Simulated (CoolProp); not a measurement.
Properties of hydrogen chloride along the isobar 99.1 bar (Tc = 324.7 K, pc = 83.14 bar, ω = 0.130).

Values from CoolProp's reference Helmholtz-energy equation of state, Thol 2018.

```tsv
T (K)	phase	Z	cp (kJ/(kg K))	cv (kJ/(kg K))
284.9	liquid	0.1663	1.959	0.8941
304.3	liquid	0.1725	2.301	0.8877
323.7	liquid	0.1966	3.807	0.9265
343.1	supercritical	0.4874	4.613	0.9938
362.5	supercritical	0.6352	2.169	0.8249
382	supercritical	0.7149	1.606	0.7382
401.4	supercritical	0.7684	1.354	0.6869
420.8	supercritical	0.8077	1.211	0.6544
440.2	supercritical	0.8382	1.122	0.6331
459.6	supercritical	0.8625	1.062	0.6190
```

The peak of cp marks the crossing from liquid-like to gas-like fluid above the critical point.
